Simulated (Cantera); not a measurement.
An isothermal, constant-pressure homogeneous reactor starts with 30.3 % CH₄, 69.7 % CO₂, at 1525 K and 100000 Pa.

Detailed kinetics in Cantera: GRI-Mech 3.0 (53 species, 325 reactions).

x: mole fraction; the columns are a selection and need not sum to one.

```tsv
t (s)	x CH₄	x CO₂	x H₂	x CH₂CO	x C₂H₄	x H₂O
2.00e-6	0.303	0.697	4.83e-7	<1e-12	<1e-12	1.25e-8
6.83e-6	0.303	0.697	1.74e-6	<1e-12	6.77e-11	4.70e-8
2.33e-5	0.303	0.697	6.06e-6	<1e-12	3.57e-9	1.65e-7
7.95e-5	0.303	0.697	?	<1e-12	?	?
0.000271	0.303	0.697	7.87e-5	<1e-12	4.06e-6	2.17e-6
0.000926	0.302	0.697	0.000328	2.36e-11	4.55e-5	9.45e-6
0.00316	0.301	0.696	0.00158	6.71e-10	0.000406	5.46e-5
0.0108	0.292	0.693	0.00908	2.75e-8	0.00278	0.000553
0.0368	0.262	0.672	0.0370	8.80e-7	0.00507	0.00596
0.126	0.198	0.600	0.0770	7.90e-6	0.00316	0.0416
0.429	?	?	0.0819	?	?	?
1.46	0.0279	0.266	0.101	5.76e-5	0.00186	0.221
5.00	0.0188	0.188	0.155	1.98e-5	0.00139	0.188
```

### Question
Fill in the missing entries.

### Answer

- 7.95e-5, x H₂: 2.10e-5
- 7.95e-5, x C₂H₄: 1.48e-7
- 7.95e-5, x H₂O: 5.75e-7
- 0.429, x CH₄: 0.0958
- 0.429, x CO₂: 0.422
- 0.429, x CH₂CO: 4.01e-5
- 0.429, x C₂H₄: 0.00221
- 0.429, x H₂O: 0.156
